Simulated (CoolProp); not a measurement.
Vapour-liquid equilibrium of propylene (1) + n-hexane (2) at 328 kPa; x and y are mole fractions of (1).

Computed with CoolProp (multi-fluid Helmholtz-energy mixture model, Lemmon 2013 and Thol 2019; pair parameters Bell 2016).

Q: Give the bubble temperature and the first vapour's composition at x = 0.05, 0.2, 0.95. Is there an azeotrope?

A: x = 0.05: 81.5 °C, y = 0.541; x = 0.2: 35.3 °C, y = 0.910; x = 0.95: -16.3 °C, y = 0.999. No azeotrope shows between x = 0.05 and 0.95.

Pair parameters are fitted to limited data, so mixtures are less certain than the pure fluids. The gap from Raoult's law changes sign with composition, which may be real or a fault of the pair parameters; it wasn't checked against measurements.
